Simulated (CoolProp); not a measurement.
Properties of R227EA at several states (Tc = 374.9 K, pc = 2.925 MPa, ω = 0.358).

The numbers come from the reference Helmholtz-energy equation of state, Lemmon 2016 in CoolProp.

```
T (K)  p (MPa)          phase         Z  cv (kJ/(kg K))  Joule-Thomson coefficient (K/MPa)  isothermal compressibility (1/MPa)  fugacity coefficient
-----  -------  -------------  --------  --------------  ---------------------------------  ----------------------------------  --------------------
175.3   0.0448         liquid  0.002908             ___                            -0.4207                           0.0008917              0.008192
412.4     10.6  supercritical    0.5371             ___                             0.8930                             0.03032                0.4116
163.9   0.0231         liquid       ___          0.6733                                ___                                 ___              0.004136
432.5   0.0571            gas    0.9960             ___                              5.619                               17.58                0.9960
152.6    0.664         liquid   0.04779          0.6679                            -0.4484                           0.0006982              3.129e-5
```

Q: What belongs in the gaps?

A: 
- 175.3, cv (kJ/(kg K)): 0.6801
- 412.4, cv (kJ/(kg K)): 0.9815
- 163.9, Z: 0.001575
- 163.9, Joule-Thomson coefficient (K/MPa): -0.4351
- 163.9, isothermal compressibility (1/MPa): 0.0007886
- 432.5, cv (kJ/(kg K)): 0.9388
